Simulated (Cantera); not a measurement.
Input: 1 mol Pb, 0.017 mol O2, 44 mol N2, equilibrated at 1500 K and 0.500 bar.

Cantera equilibrium calculation (NASA polynomials, part measured and part estimated; ideal gas, pure solids and liquids). Candidate condensed phases: Pb, PbO, PbO2, Pb3O4; 12 gas species. Gases not in the tables: (PbO)n polymers. Kinetics and transport are ignored.

Base state: N2 0.978, Pb 0.0215, PbO 0.000755 (mole fractions); condensed: gas only.

Task: What changes in the equilibrium state with this change: temperature from 1500 K to 1250 K?

Result: 
```csv
species,before,after
N2,0.978,0.997
Pb,0.0215,0.00267
PbO,0.000755,0.000365
"Pb(l), mol",0,0.848
"PbO(l), mol",0,0.0179
```
Each liquid is taken as pure. Mutual solubility and eutectic melting of coexisting phases are not modelled.
